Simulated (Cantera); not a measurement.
What does this Cantera script print?

```python
import numpy as np
import cantera as ct

gas = ct.Solution("gri30.yaml", transport_model="multicomponent")
show = ['C2H2', 'OH', 'H']

rows = []
print(f"{'T/K':>7s}{'rho':>11s}{'cp':>10s}{'mu':>11s}{'lambda':>11s}{'Pr':>7s}" + "".join(f"{'D_' + s:>11s}" for s in show))
for T in [400, 550, 700, 850, 1000, 1150, 1300]:
    gas.TPX = T, 1333, {'N2O': 0.72, 'NO': 0.46}
    Pr = gas.cp_mass * gas.viscosity / gas.thermal_conductivity
    D = [gas.mix_diff_coeffs_mole[gas.species_index(s)] for s in show]
    rows.append([gas.density, gas.cp_mass, gas.viscosity, gas.thermal_conductivity, Pr, *D])
    print(f"{T:7g}{gas.density:11.4e}{gas.cp_mass:10.1f}{gas.viscosity:11.4e}"
          f"{gas.thermal_conductivity:11.4e}{Pr:7.3f}" + "".join(f"{d:11.4e}" for d in D))
print("SI units: kg/m3, J/kg/K, Pa s, W/m/K, m2/s")
```

It prints:

```
    T/K        rho        cp         mu     lambda     Pr     D_C2H2       D_OH        D_H
    400 1.5452e-02     978.9 2.0661e-05 2.7816e-02  0.727 1.7621e-03 3.3934e-03 1.3588e-02
    550 1.1238e-02    1059.6 2.6640e-05 3.8633e-02  0.731 3.1317e-03 5.8919e-03 2.3901e-02
    700 8.8298e-03    1125.1 3.1910e-05 4.9060e-02  0.732 4.7871e-03 8.8862e-03 3.6312e-02
    850 7.2716e-03    1177.6 3.6687e-05 5.9020e-02  0.732 6.6999e-03 1.2333e-02 5.0622e-02
   1000 6.1809e-03    1217.7 4.1099e-05 6.8389e-02  0.732 8.8498e-03 1.6200e-02 6.6691e-02
   1150 5.3747e-03    1245.1 4.5228e-05 7.7005e-02  0.731 1.1222e-02 2.0464e-02 8.4412e-02
   1300 4.7545e-03    1268.7 4.9132e-05 8.5298e-02  0.731 1.3804e-02 2.5105e-02 1.0370e-01
SI units: kg/m3, J/kg/K, Pa s, W/m/K, m2/s
```

Model: GRI-Mech 3.0 (53 species, 325 reactions), integrated in Cantera. The composition is frozen, though it would react at the higher temperatures.
